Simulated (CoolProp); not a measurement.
Vapour-liquid equilibrium of diethyl ether (1) + ethanol (2) at 94.45 °C; x and y are mole fractions of (1).

Model: multi-fluid Helmholtz-energy mixture model, Thol 2014 and Schroeder 2014; pair parameters Bell 2016, in CoolProp.

Give the bubble pressure and the first vapour's composition at x = 0.125, 0.575, 0.95. Is there an azeotrope?

x = 0.125: 286.0 kPa, y = 0.414; x = 0.575: 483.0 kPa, y = 0.774; x = 0.95: 567.0 kPa, y = 0.963. No azeotrope shows between x = 0.05 and 0.95.

Pair parameters are fitted to limited data, so mixtures are less certain than the pure fluids.
